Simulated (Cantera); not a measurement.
A perfectly stirred reactor is fed with NH3 : H2 = 1 : 11 (molar parts), at 2670 Pa; it is held at 1425 K, and followed from long to short residence time.

Detailed kinetics in Cantera: the gas-phase N/H chemistry of the illustrative SiF4/NH3 mechanism in the Surface Chemkin manual (1991). Walls and surfaces, which speed up NH3 decomposition in real reactors, are not modelled.

Q: What does this change do: temperature 1425 to 2400 K?

A: 
| quantity | before | after |
|---|---|---|
| x(NH3) at τ = 1.10 s | 0.0833 | 0.000108 |
| x(H2) at τ = 1.10 s | 0.917 | 0.902 |
| x(N2) at τ = 1.10 s | 1.87e-7 | 0.0372 |
| x(N) at τ = 1.10 s | 8.24e-12 | 7.62e-5 |
| x(NH) at τ = 1.10 s | 9.45e-10 | 3.06e-5 |
| x(NH3) at τ = 23.0 ms | 0.0833 | 0.0526 |
| x(H2) at τ = 23.0 ms | 0.917 | 0.928 |
| x(N2) at τ = 23.0 ms | 1.53e-12 | 0.0136 |
| x(N) at τ = 23.0 ms | <1e-12 | 1.34e-5 |
| x(NH) at τ = 23.0 ms | <1e-12 | 7.64e-5 |
